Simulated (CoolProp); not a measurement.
Saturation properties of water.

Model: reference Helmholtz-energy equation of state, Wagner 2002, in CoolProp.

```csv
T (K),p (bar),vapour density (kg/m³),enthalpy of vaporisation (kJ/kg),vapour viscosity (µPa s)
436,6.644,3.489,2073,14.4
449.6,9.235,4.769,2027,14.9
463.2,12.57,6.402,1978,15.3
476.8,16.77,8.459,1925,15.8
490.4,22.00,11.03,1869,16.3
504,28.41,14.20,1809,16.7
517.6,36.17,18.12,1743,17.2
531.2,45.45,22.94,1672,17.7
544.9,56.55,28.91,1594,18.3
558.5,69.51,36.24,1508,18.9
572.1,84.62,45.37,1412,19.5
585.7,102.1,56.93,1304,20.3
599.3,122.3,71.95,1179,21.2
612.9,145.5,92.31,1030,22.5
```

It boils at 373.1 K under 1 atm.

Viscosity comes from a separate model (Huber 2009).
